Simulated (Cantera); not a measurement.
Cantera run, input and output.

```python
import numpy as np
import cantera as ct

gas = ct.Solution("h2o2.yaml")
gas.TPX = 1373, 270, {'H2': 0.011, 'O2': 1}
reactor = ct.IdealGasConstPressureReactor(gas, energy="off", clone=False)
net = ct.ReactorNet([reactor])
net.rtol, net.atol = 1e-08, 1e-18
show = ['H2', 'O2', 'O', 'H2O2', 'H2O', 'H', 'OH']
times = np.geomspace(4e-05, 10, 11)

steps = ct.SolutionArray(gas, extra=["t"])
rows = []
print(f"{'t/s':>10s}{'T/K':>9s}{'P/Pa':>11s}" + "".join(f"{s:>11s}" for s in show))
for t in times:
    while net.time < t:
        t_next = net.step()
        steps.append(gas.state, t=t_next)
    rows.append([np.interp(t, steps.t, y) for y in (steps.T, steps.P, *steps(*show).X.T)])
    print(f"{t:10.3e}{rows[-1][0]:9.1f}{rows[-1][1]:11.4g}" + "".join(f"{x:11.3e}" for x in rows[-1][2:]))
rate = np.gradient(steps.T, steps.t)
print("integrator steps:", len(steps.t))
if steps.T.max() > steps.T[0] + 200:
    print(f"time of steepest temperature rise: {steps.t[rate.argmax()]:.4e} s")
gas.TPX = 1373, 270, {'H2': 0.011, 'O2': 1}
gas.equilibrate("TP")
print(f"equilibrium (TP): T = {gas.T:.1f} K  " + "  ".join(f"{s} {gas[s].X[0]:.3e}" for s in show))
```

Result:

```
       t/s      T/K       P/Pa         H2         O2          O       H2O2        H2O          H         OH
 4.000e-05   1373.0        270  1.088e-02  9.891e-01  2.325e-10  1.889e-14  2.761e-12  1.163e-09  2.316e-10
 1.386e-04   1373.0        270  1.088e-02  9.891e-01  2.138e-09  2.257e-13  9.284e-11  2.781e-09  2.110e-09
 4.804e-04   1373.0        270  1.088e-02  9.891e-01  1.416e-08  2.669e-12  2.297e-09  4.863e-09  1.350e-08
 1.665e-03   1373.0        270  1.088e-02  9.891e-01  9.140e-08  3.040e-11  4.627e-08  1.290e-08  8.035e-08
 5.771e-03   1373.0        270  1.088e-02  9.891e-01  2.047e-06  3.075e-10  2.054e-06  2.084e-07  1.689e-06
 2.000e-02   1373.0        270  3.572e-03  9.823e-01  5.267e-03  6.919e-09  5.767e-03  4.956e-04  2.587e-03
 6.931e-02   1373.0        270  4.686e-05  9.787e-01  9.547e-03  2.549e-09  9.977e-03  3.567e-04  1.358e-03
 2.402e-01   1373.0        270  4.599e-05  9.789e-01  9.359e-03  2.536e-09  9.990e-03  3.464e-04  1.345e-03
 8.326e-01   1373.0        270  4.315e-05  9.796e-01  8.748e-03  2.491e-09  1.003e-02  3.135e-04  1.303e-03
 2.885e+00   1373.0        270  3.502e-05  9.814e-01  7.025e-03  2.340e-09  1.016e-02  2.266e-04  1.175e-03
 1.000e+01   1373.0        270  1.920e-05  9.848e-01  3.771e-03  1.891e-09  1.042e-02  8.990e-05  8.717e-04
integrator steps: 743
equilibrium (TP): T = 1373.0 K  H2 6.299e-08  O2 9.890e-01  O 1.187e-05  H2O2 5.256e-11  H2O 1.091e-02  H 1.619e-08  OH 5.008e-05
```

Computed with Cantera and the H2/O2 subset of GRI-Mech 3.0, which has no nitrogen chemistry. Radical loss at walls, strong at low pressure, is not modelled.
